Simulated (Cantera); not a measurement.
A perfectly stirred reactor is fed with NH3 : H2 = 1 : 10 (molar parts), at 120000 Pa; it is held at 2000 K, and followed from long to short residence time.

Cantera simulation using the gas-phase N/H chemistry of the illustrative SiF4/NH3 mechanism in the Surface Chemkin manual (1991); the numbers are that mechanism's predictions, not measurements. Walls and surfaces, which speed up NH3 decomposition in real reactors, are not modelled.

Predict: x(NH3) at τ = 17.0 s; x(H2) at τ = 17.0 s; x(N) at τ = 17.0 s; x(H) at τ = 17.0 s; x(NH3) at τ = 43.0 ms; x(H2) at τ = 43.0 ms; x(N2H2) at τ = 43.0 ms; x(N) at τ = 43.0 ms; x(H) at τ = 43.0 ms.


```
Quantity                   Value
----------------------  --------
x(NH3) at τ = 17.0 s     0.00216
x(H2) at τ = 17.0 s        0.956
x(N) at τ = 17.0 s       7.64e-8
x(H) at τ = 17.0 s       0.00145
x(NH3) at τ = 43.0 ms     0.0524
x(H2) at τ = 43.0 ms       0.929
x(N2H2) at τ = 43.0 ms   1.35e-7
x(N) at τ = 43.0 ms      5.23e-7
x(H) at τ = 43.0 ms     0.000929
```
